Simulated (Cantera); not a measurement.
**Ammonia decomposition in nitride growth gas**

An isothermal, constant-pressure homogeneous reactor starts with 68.5 % NH₃, 31.5 % N₂, at 1875 K and 100.0 Torr.

Cantera simulation using the gas-phase N/H chemistry of the illustrative SiF4/NH3 mechanism in the Surface Chemkin manual (1991); the numbers are that mechanism's predictions, not measurements. Walls and surfaces, which speed up NH3 decomposition in real reactors, are not modelled.

```tsv
t (s)	x NH₃	x N₂H₂	x NH	x H₂	x N
0.000300	0.685	1.03e-7	2.21e-7	6.96e-5	1.74e-10
0.000976	0.684	1.13e-6	1.54e-6	0.000299	1.51e-9
0.00318	0.682	3.29e-6	3.31e-6	0.00193	7.38e-9
0.0103	0.675	3.34e-6	3.72e-6	0.00831	2.36e-8
0.0337	0.652	3.17e-6	4.44e-6	0.0285	7.18e-8
0.110	0.585	2.68e-6	5.28e-6	0.0883	1.66e-7
0.357	0.423	1.67e-6	5.45e-6	0.233	2.58e-7
1.16	0.178	5.42e-7	4.35e-6	0.451	3.08e-7
3.78	0.0228	4.57e-8	2.12e-6	0.589	3.01e-7
12.3	0.000387	1.51e-10	2.30e-7	0.608	8.31e-8
40.0	5.52e-5	3.26e-12	3.41e-8	0.609	1.25e-8
```
x: mole fraction; the columns are a selection and need not sum to one.

Equilibrium at this temperature and pressure: NH₃ 9.87e-7, N₂H₂ <1e-12, NH 6.10e-10, H₂ 0.609, N 2.24e-10 (gas phase only).
